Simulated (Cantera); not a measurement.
Input: 1 mol CuO, 0.57 mol CH4, 0.082 mol CO, equilibrated at 0.00340 bar.

Cantera equilibrium calculation (NASA polynomials, part measured and part estimated; ideal gas, pure solids and liquids). Candidate condensed phases: C, C6H6, C7H8, C8H18, Cu, CuO, Cu(OH)2, Cu2O, H2O; 113 gas species. Rates play no part.

### Question
What share of the Cu ends up in condensed phases as a function of T (°C), at 802, 952, 1102, 1252, 1402, 1552, 1702, 1852, 2002, 2152, 2302?

### Answer
```json
[
 {"T (°C)": "802", "Cu condensed (%)": "100.0", "as": "Cu(s)"},
 {"T (°C)": "952", "Cu condensed (%)": "100.0", "as": "Cu(s)"},
 {"T (°C)": "1102", "Cu condensed (%)": "100.0", "as": "Cu(l)"},
 {"T (°C)": "1252", "Cu condensed (%)": "99.3", "as": "Cu(l)"},
 {"T (°C)": "1402", "Cu condensed (%)": "93.8", "as": "Cu(l)"},
 {"T (°C)": "1552", "Cu condensed (%)": "51.5", "as": "Cu(l)"},
 {"T (°C)": "1702", "Cu condensed (%)": "0.0", "as": "-"},
 {"T (°C)": "1852", "Cu condensed (%)": "0.0", "as": "-"},
 {"T (°C)": "2002", "Cu condensed (%)": "0.0", "as": "-"},
 {"T (°C)": "2152", "Cu condensed (%)": "0.0", "as": "-"},
 {"T (°C)": "2302", "Cu condensed (%)": "0.0", "as": "-"}
]
```
